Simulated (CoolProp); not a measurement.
C2F6 (R116) at 311.91 K and 1.22 MPa is throttled through a valve to 0.734 MPa with no heat exchange. Each further row changes one setting.

Values from CoolProp's reference Helmholtz-energy equation of state, Lemmon 2006. It is a short technical equation, of lower accuracy than the large ones.

| case | temperature change (K) | final density (kg/m³) |
|---|---|---|
| as stated | -4.0 | 42.6 |
| outlet pressure 0.22 MPa | -8.2 | 12.3 |
| outlet pressure 0.954 MPa | -2.2 | 56.3 |
